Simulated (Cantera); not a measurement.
# Premixed flame

A freely propagating, adiabatic, planar premixed flame of CO : H2 : O2 : N2 = 1 : 0.082 : 0.492 : 1.85 (molar parts), equivalence ratio 1.1, unburnt at 575 K and 1.10 bar; mixture-averaged transport, grid criteria slope 0.08 and curve 0.16, no radiation.

Detailed kinetics in Cantera: GRI-Mech 3.0 (53 species, 325 reactions). Burning velocities carry a grid error of a few per cent, more on coarse grids.

| z (mm) | T (K) | u (m/s) | x CO | x H2 | x O2 | x CO2 | x H2O | x N2O |
|---|---|---|---|---|---|---|---|---|
| -2.24 | 575 | 1.51 | 0.292 | 0.0239 | 0.144 | <1e-8 | <1e-8 | <1e-8 |
| -1.49 | 575 | 1.51 | 0.292 | 0.0239 | 0.144 | <1e-8 | <1e-8 | <1e-8 |
| -1.12 | 575 | 1.51 | 0.292 | 0.0239 | 0.144 | <1e-8 | 9.14e-8 | <1e-8 |
| -0.746 | 575 | 1.51 | 0.292 | 0.0236 | 0.144 | 2.45e-7 | 1.83e-6 | <1e-8 |
| -0.373 | 582 | 1.53 | 0.293 | 0.0216 | 0.144 | 0.000121 | 0.000188 | <1e-8 |
| -0.187 | 743 | 1.94 | 0.285 | 0.0167 | 0.139 | 0.00804 | 0.00374 | <1e-8 |
| 0 | 1199 | 3.07 | 0.243 | 0.00687 | 0.110 | 0.0541 | 0.0146 | 6.78e-8 |
| 0.187 | 1533 | 3.83 | 0.184 | 0.00227 | 0.0714 | 0.122 | 0.0168 | 2.20e-7 |
| 0.373 | 1715 | 4.21 | 0.150 | 0.00218 | 0.0539 | 0.162 | 0.0142 | 2.43e-7 |
| 0.746 | 1897 | 4.59 | 0.131 | 0.00233 | 0.0449 | 0.187 | 0.0148 | 2.40e-7 |
| 1.49 | 2065 | 4.93 | 0.119 | 0.00214 | 0.0399 | 0.202 | 0.0178 | 2.56e-7 |
| 2.99 | 2217 | 5.24 | 0.106 | 0.00180 | 0.0342 | 0.219 | 0.0201 | 2.72e-7 |
| 5.97 | 2347 | 5.49 | 0.0929 | 0.00148 | 0.0281 | 0.235 | 0.0217 | 2.81e-7 |
x: mole fraction of selected species; z is measured from the peak of heat release.

```yaml
laminar_burning_velocity: 151 cm/s
thermal_thickness: 0.746 mm
grid_points: 141
```
